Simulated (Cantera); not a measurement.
Cantera run:

```python
import numpy as np
import cantera as ct

gas_names = """
    B BH BH2 BH3 BN BO BO2 B2 B2O B2O2 B2O3 B3O3H3 H HBO HBO2 HNO HNO2 HNO3 HO2 H2 H2O H2O2 H3B3O6 N NH
    NH2 NH3 NH2OH NO NO2 NO3 N2 N2H2 N2H4 N2O O OH O2 O3
""".split()
cond_names = """
    B(b) B(L) BN(s) B2O3(L) B3O3H3(cr) H2O(s) H2O(L)
""".split()


# ... load() reads the species with a 1 bar reference pressure and builds the phases ...
atoms = {
    'borazine': {'B': 3, 'N': 3, 'H': 6},
    'NH3': {'N': 1, 'H': 3},
    'N2': {'N': 2},
    'O2': {'O': 2},
}
top_T = {'BN(s)': 3200}  # K; cautious upper limits of use, not melting points


# ... equilibrate(T, P, feed) seeds the gas with the atoms and calls Mixture.equilibrate('TP', solver="vcs", rtol=1e-11, max_steps=5000) ...
results = []
feed = {'borazine': 1, 'NH3': 16, 'N2': 0.14, 'O2': 2.2}  # mol
P = 13332.2  # Pa
for T in [800, 1000, 1200, 1400, 1600, 1800, 2000]:
    mix = equilibrate(T, P, feed)
    results.append((T, P, feed, dict(zip(mix.species_names, mix.species_moles))))

top = {s: max(r[3][s] / sum(r[3][g] for g in gas_names) for r in results) for s in gas_names}
cols = sorted((s for s in top if top[s] > 1e-06), key=lambda s: -top[s])[:5]
seen = [c for c in cond_names if any(r[3].get(c, 0) > 1e-12 for r in results)]
print("log10 of partial pressures in bar; condensed amounts in mol")
print(f"{'T/K':>10s}" + "".join(f"{s[:9]:>10s}" for s in cols + seen))
for T, P, feed, n in results:
    ng = sum(n[g] for g in gas_names)
    print(f"{T:10.4g}" + "".join(f"{np.log10(max(n[s] / ng * P / 1e5, 1e-99)):10.3f}" for s in cols)
          + "".join(f"{n.get(c, 0):10.4g}" for c in seen))
```

It prints:

```
log10 of partial pressures in bar; condensed amounts in mol
       T/K        H2        N2       HBO      HBO2      B2O3     BN(s)   B2O3(L)
       800    -1.008    -1.457   -12.985    -8.628   -16.722    0.1262     1.437
      1000    -1.008    -1.457    -9.133    -6.335   -11.475    0.1236     1.438
      1200    -1.008    -1.457    -6.593    -4.852    -8.036    0.1202     1.438
      1400    -1.009    -1.457    -4.798    -3.821    -5.619    0.1267     1.413
      1600    -1.013    -1.460    -3.466    -3.070    -3.834    0.1555     1.215
      1800    -1.039    -1.473    -2.546    -2.606    -2.655         0         0
      2000    -1.043    -1.474    -2.485    -2.575    -2.742         0         0
```

Equilibrium computed with Cantera from the NASA thermochemical tables; the gas is ideal and each condensed phase is pure. The feed counts by its element totals alone. Mutual solubility and eutectic melting of coexisting phases are not modelled. Gases not in the tables: H3BO3.
